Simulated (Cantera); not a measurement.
Input (Python, Cantera):

```python
import numpy as np
import cantera as ct

gas = ct.Solution("gri30.yaml")
gas.TPX = 1925, 1333, {'NO': 1, 'N2': 0.19}
reactor = ct.IdealGasConstPressureReactor(gas, energy="off", clone=False)
net = ct.ReactorNet([reactor])
net.rtol, net.atol = 1e-08, 1e-18
show = ['NO', 'N2', 'NO2', 'O2', 'N2O', 'O']
times = np.geomspace(1e-06, 9, 11)

steps = ct.SolutionArray(gas, extra=["t"])
rows = []
print(f"{'t/s':>10s}{'T/K':>9s}{'P/Pa':>11s}" + "".join(f"{s:>11s}" for s in show))
for t in times:
    while net.time < t:
        t_next = net.step()
        steps.append(gas.state, t=t_next)
    rows.append([np.interp(t, steps.t, y) for y in (steps.T, steps.P, *steps(*show).X.T)])
    print(f"{t:10.3e}{rows[-1][0]:9.1f}{rows[-1][1]:11.4g}" + "".join(f"{x:11.3e}" for x in rows[-1][2:]))
rate = np.gradient(steps.T, steps.t)
print("integrator steps:", len(steps.t))
if steps.T.max() > steps.T[0] + 200:
    print(f"time of steepest temperature rise: {steps.t[rate.argmax()]:.4e} s")
gas.TPX = 1925, 1333, {'NO': 1, 'N2': 0.19}
gas.equilibrate("TP")
print(f"equilibrium (TP): T = {gas.T:.1f} K  " + "  ".join(f"{s} {gas[s].X[0]:.3e}" for s in show))
```

It prints:

```
       t/s      T/K       P/Pa         NO         N2        NO2         O2        N2O          O
 1.000e-06   1925.0       1333  8.403e-01  1.597e-01  4.502e-14  3.626e-14  6.210e-09  6.210e-09
 4.959e-06   1925.0       1333  8.403e-01  1.597e-01  1.106e-12  8.907e-13  3.080e-08  3.080e-08
 2.460e-05   1925.0       1333  8.403e-01  1.597e-01  2.722e-11  2.194e-11  1.527e-07  1.527e-07
 1.220e-04   1925.0       1333  8.403e-01  1.597e-01  6.716e-10  5.435e-10  7.566e-07  7.577e-07
 6.049e-04   1925.0       1333  8.403e-01  1.597e-01  1.617e-08  1.334e-08  3.734e-06  3.763e-06
 3.000e-03   1925.0       1333  8.403e-01  1.597e-01  3.635e-07  3.318e-07  1.808e-05  1.880e-05
 1.488e-02   1925.0       1333  8.401e-01  1.597e-01  5.785e-06  9.315e-06  7.961e-05  9.680e-05
 7.379e-02   1925.0       1333  8.390e-01  1.601e-01  2.331e-05  3.131e-04  2.164e-04  4.021e-04
 3.659e-01   1925.0       1333  8.322e-01  1.634e-01  3.152e-05  3.585e-03  2.292e-04  5.563e-04
 1.815e+00   1925.0       1333  7.967e-01  1.811e-01  5.318e-05  2.123e-02  1.957e-04  7.102e-04
 9.000e+00   1925.0       1333  6.105e-01  2.741e-01  9.644e-05  1.140e-01  9.454e-05  1.198e-03
integrator steps: 479
equilibrium (TP): T = 1925.0 K  NO 7.456e-03  N2 5.755e-01  NO2 2.375e-06  O2 4.150e-01  N2O 4.164e-08  O 2.065e-03
```

Detailed kinetics in Cantera: GRI-Mech 3.0 (53 species, 325 reactions). Radical loss at walls, strong at low pressure, is not modelled.
